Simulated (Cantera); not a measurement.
Cantera run:

```python
import numpy as np
import cantera as ct

gas_names = """
    AL ALBr ALBr3 ALH ALO ALOH ALO2 ALO2H AL2 AL2Br6 AL2O AL2O2 Br Br2 H HALO HBr HO2 H2 H2O H2O2 O OH
    O2 O3
""".split()
cond_names = """
    AL(cr) AL(L) ALBr3(s) ALBr3(L) AL2O3(a) AL2O3(L) Br2(cr) Br2(L) H2O(s) H2O(L)
""".split()


# ... load() reads the species with a 1 bar reference pressure and builds the phases ...
atoms = {
    'AlBr3': {'AL': 1, 'Br': 3},
    'H2O': {'H': 2, 'O': 1},
    'H2': {'H': 2},
}
top_T = {}  # K; cautious upper limits of use, not melting points


# ... equilibrate(T, P, feed) seeds the gas with the atoms and calls Mixture.equilibrate('TP', solver="vcs", rtol=1e-11, max_steps=5000) ...
results = []
feed = {'AlBr3': 1, 'H2O': 5.7, 'H2': 17}  # mol
T = 1998  # K
P = 100000  # Pa
mix = equilibrate(T, P, feed)
results.append((T, P, feed, dict(zip(mix.species_names, mix.species_moles))))
x = sorted(zip(gas.X, gas.species_names), reverse=True)
print(f"T = {T:g} K  P = {P:g} Pa  gas = {mix.phase_moles(0):.4g} mol")
print("   x: " + "  ".join(f"{s} {v:.3e}" for v, s in x if v > 0.001))
print("   condensed (mol): " + ("  ".join(f"{mix.phase(i).name} {mix.phase_moles(i):.4g}"
      for i in range(1, mix.n_phases) if mix.phase_moles(i) > 1e-12) or "none"))
```

Result:

```
T = 1998 K  P = 100000 Pa  gas = 24.28 mol
   x: H2 7.022e-01  H2O 1.729e-01  HBr 1.180e-01  Br 5.501e-03  H 1.344e-03
   condensed (mol): AL2O3(a) 0.5
```

Equilibrium computed with Cantera from the NASA thermochemical tables; the gas is ideal and each condensed phase is pure. Gases not in the tables: Al(OH)3.
